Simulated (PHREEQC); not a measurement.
PHREEQC input (ion-association model, wateq4f.dat):

```
SOLUTION_MASTER_SPECIES
  An  An-  0  An  62.0  # stands for a non-complexing anion
SOLUTION_SPECIES
  An- = An-
    -log_k 0
    -gamma 3.0 0
  PO4-3 + 3H+ = H3PO4  # constants of phreeqc.dat
    -log_k 21.721
    -delta_h -10.1 kJ
PHASES
  Fix_H+
    H+ = H+
    -log_k 0
SOLUTION 1
  temp 25
  units mmol/kgw
  pH 7 charge
  P 2.2
  Na 302.2
  Cl 0.0088
  Zn 0.0044
  An 300
END
SELECTED_OUTPUT 1
  -reset false
  -pH true
  -pe true
  -ionic_strength true
  -water true
  -totals Cl Na P Zn
  -molalities Hfo_wOH Hfo_wOH2+ Hfo_wO- Hfo_sOH Hfo_sOH2+ Hfo_sO- Hfo_wH2PO4 Hfo_wHPO4- Hfo_wPO4-2 Hfo_sOZn+
    Hfo_wOZn+
  -saturation_indices Zn(OH)2-e Zn5(OH)8Cl2 Zn3(PO4)2:4w Halite
USER_PUNCH 1
  -headings sigma psi
  10 PUNCH EDL("sigma", "Hfo"), EDL("psi", "Hfo")
PRINT
  -reset false
USE solution 1
SURFACE 1
  Hfo_wOH 0.000786517 600 0.35
  Hfo_sOH 1.96629e-05
EQUILIBRIUM_PHASES 1
  Fix_H+ -4 HAn 10
    -force_equality true
  O2(g) -0.68 10
END
# ... the last block is repeated for the other 16 points of pH, with NaOH or the acid as the point needs
```

Selected output (columns that matter, 17 of 17 rows; pH added in front):

```
pH	mu	Cl	Na	P	Zn	m_Hfo_wOH	m_Hfo_wOH2+	m_Hfo_wO-	si_Zn(OH)2-e	si_Zn5(OH)8Cl2	si_Zn3(PO4)2:4w	si_Halite	sigma	psi
4	0.30235	8.7999e-06	0.3022	0.0014319	4.3987e-06	1.3409e-08	1.8444e-05	2.2333e-13	-9.404	-46.457	-14.751	-7.4647	0.011312	0.0089646
4.5	0.30226	8.7999e-06	0.3022	0.0014357	4.3874e-06	4.0882e-08	2.2235e-05	1.7219e-12	-8.4051	-42.462	-12.75	-7.4646	0.0040485	0.003223
5	0.30223	8.7999e-06	0.3022	0.0014442	4.2789e-06	1.2234e-07	3.0609e-05	1.1202e-11	-7.416	-38.516	-10.788	-7.4646	-0.0080618	-0.0064059
5.5	0.30225	8.7999e-06	0.3022	0.0014602	3.4636e-06	3.598e-07	4.6421e-05	6.3888e-11	-6.5078	-34.976	-9.0892	-7.4646	-0.024355	-0.018968
6	0.30234	8.7999e-06	0.3022	0.0014883	1.3012e-06	1.0643e-06	7.3708e-05	3.5205e-10	-5.9331	-33.102	-8.4538	-7.4647	-0.043673	-0.032563
6.5	0.30264	8.7999e-06	0.30227	0.0015348	1.913e-07	3.3166e-06	0.00011796	2.1362e-09	-5.7663	-33.268	-9.1945	-7.4647	-0.064069	-0.045021
7	0.30355	8.7998e-06	0.30285	0.001602	2.0754e-08	1.1015e-05	0.00017742	1.5666e-08	-5.7327	-34.101	-10.586	-7.4642	-0.081646	-0.054248
7.5	0.30429	8.7997e-06	0.30333	0.0016758	2.2901e-09	3.5701e-05	0.00022645	1.2894e-07	-5.6956	-34.915	-12.212	-7.4638	-0.093696	-0.059883
8	0.30477	8.7997e-06	0.30365	0.0017533	2.9773e-10	0.00010135	0.00023746	9.9104e-07	-5.6063	-35.469	-13.821	-7.4635	-0.10291	-0.063874
8.5	0.30514	8.7997e-06	0.30392	0.0018495	6.1213e-11	0.00022939	0.00020055	6.0108e-06	-5.4283	-35.579	-15.213	-7.4632	-0.11341	-0.068127
9	0.30549	8.7996e-06	0.30419	0.0019527	3.8221e-11	0.00038477	0.00012776	2.6546e-05	-5.144	-35.157	-16.305	-7.4629	-0.12594	-0.072833
9.5	0.30581	8.7996e-06	0.30444	0.0020402	7.0288e-11	0.00047921	6.0642e-05	8.6751e-05	-4.7581	-34.228	-17.111	-7.4627	-0.1398	-0.077627
10	0.30624	8.7996e-06	0.30476	0.0021151	1.9534e-10	0.00046718	2.3749e-05	0.00021054	-4.3047	-32.961	-17.732	-7.4623	-0.15939	-0.083775
10.5	0.30706	8.7996e-06	0.30536	0.0021698	6.1454e-10	0.00037686	8.78e-06	0.00037057	-3.8419	-31.647	-18.36	-7.4617	-0.19452	-0.093308
11	0.309	8.7995e-06	0.30678	0.0021925	2.4014e-09	0.00025866	2.9631e-06	0.00051727	-3.3583	-30.23	-19.015	-7.4601	-0.24568	-0.10465
11.5	0.31391	8.7994e-06	0.3106	0.0021984	1.6829e-08	0.00014512	7.5511e-07	0.00063895	-2.7634	-28.257	-19.517	-7.4557	-0.29834	-0.11395
12	0.32614	8.7993e-06	0.32147	0.0021996	2.6169e-07	6.3413e-05	1.275e-07	0.00072249	-2.0216	-25.552	-19.862	-7.4434	-0.33689	-0.1191
```

Complexes and solids missing from the database can't appear. H3PO4, which wateq4f.dat lacks, is added to it with the constant of phreeqc.dat. The database has no phosphate complexes of Zn.
